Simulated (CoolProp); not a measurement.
Vapour-liquid equilibrium of methanol (1) + benzene (2) at 125.15 °C; x and y are mole fractions of (1).

The numbers come from the multi-fluid Helmholtz-energy mixture model, de Reuck 1993 and Thol 2012; pair parameters Bell 2016 in CoolProp.

| x | bubble pressure, mixture model (kPa) | bubble pressure, Raoult's law (kPa) | y, mixture model | y, Raoult's law |
|---|---|---|---|---|
| 0.05 | 451.1 | 358.9 | 0.249 | 0.103 |
| 0.125 | 562.0 | 388.9 | 0.414 | 0.237 |
| 0.2 | 632.0 | 418.9 | 0.496 | 0.353 |
| 0.275 | 677.1 | 448.9 | 0.546 | 0.453 |
| 0.35 | 707.3 | 478.9 | 0.580 | 0.540 |
| 0.425 | 728.8 | 508.9 | 0.609 | 0.617 |
| 0.5 | 745.2 | 538.9 | 0.636 | 0.686 |
| 0.575 | 758.1 | 568.9 | 0.664 | 0.747 |
| 0.65 | 767.7 | 598.9 | 0.698 | 0.802 |
| 0.725 | 773.3 | 628.9 | 0.739 | 0.852 |
| 0.8 | 773.5 | 658.9 | 0.791 | 0.897 |
| 0.875 | 766.9 | 688.9 | 0.856 | 0.939 |
| 0.95 | 752.6 | 718.9 | 0.937 | 0.976 |

The largest gap from Raoult's law is +50.9 % in bubble pressure, at x = 0.2. y crosses x between x = 0.725 and 0.8: the model has an azeotrope there.

Pair parameters are fitted to limited data, so mixtures are less certain than the pure fluids. With so large a gap from Raoult's law the liquid may split in two, which this calculation doesn't test in full.
